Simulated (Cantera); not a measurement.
An isothermal, constant-pressure homogeneous reactor starts with 11.1 % C3H8, 88.9 % H2, at 1600 K and 0.133 bar.

Model: GRI-Mech 3.0 (53 species, 325 reactions), integrated in Cantera. GRI-Mech 3.0 was tuned for natural gas; its chemistry of propane as a main component is partial and can be far from experiment. GRI-Mech 3.0 stops at C3 and has no aromatics, soot or wall deposition, so with more carbon than oxygen in the feed, carbon stays in small species such as C2H2 where larger ones or solid carbon would form.

x: mole fraction; the columns are a selection and need not sum to one.

| t (s) | x C3H8 | x H2 | x C2H6 | x CH2 | x CH3 | x C2H |
|---|---|---|---|---|---|---|
| 0.000400 | 7.66e-6 | 0.804 | 0.000358 | 3.66e-7 | 0.00102 | 5.71e-8 |
| 0.000924 | 1.62e-7 | 0.806 | 0.000111 | 9.50e-8 | 0.000479 | 3.50e-8 |
| 0.00213 | 2.84e-8 | 0.808 | 3.81e-5 | 3.36e-8 | 0.000275 | 2.48e-8 |
| 0.00493 | 1.34e-8 | 0.811 | 2.13e-5 | 2.15e-8 | 0.000217 | 2.42e-8 |
| 0.0114 | 7.89e-9 | 0.814 | 1.92e-5 | 2.37e-8 | 0.000228 | 3.13e-8 |
| 0.0263 | [?] | 0.816 | 1.94e-5 | 2.78e-8 | 0.000247 | 3.84e-8 |
| 0.0608 | 4.18e-9 | 0.818 | 1.84e-5 | 2.78e-8 | 0.000243 | 4.02e-8 |
| 0.140 | 3.47e-9 | 0.823 | 1.60e-5 | 2.64e-8 | 0.000227 | 4.18e-8 |
| 0.324 | [?] | 0.831 | [?] | [?] | [?] | 4.51e-8 |
| 0.750 | 1.21e-9 | 0.843 | 6.85e-6 | 1.90e-8 | 0.000149 | 5.04e-8 |
| 1.73 | 4.75e-10 | 0.855 | 2.93e-6 | 1.30e-8 | 9.55e-5 | 5.69e-8 |
| 4.00 | 2.04e-10 | 0.864 | 1.22e-6 | 8.12e-9 | 5.59e-5 | 6.20e-8 |

Fill in the missing entries.


- 0.0263, x C3H8: 4.87e-9
- 0.324, x C3H8: 2.38e-9
- 0.324, x C2H6: 1.19e-5
- 0.324, x CH2: 2.36e-8
- 0.324, x CH3: 0.000196
